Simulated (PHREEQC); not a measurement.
Solution (25 °C): 0.09 mol H2SO4, 0.006 mol Al2(SO4)3 and 4.75e-05 mol MnSO4 per kg of water. Closed to the air; pH follows from the charge balance.

Equilibrium calculation in PHREEQC: ion-association model, wateq4f.dat.

This is a speciation only: nothing precipitates in the calculation.

Predict the pH.

pH 1.07.

In which forms is Mn present?

Mn+2 70 %, MnSO4 30 % of the Mn.
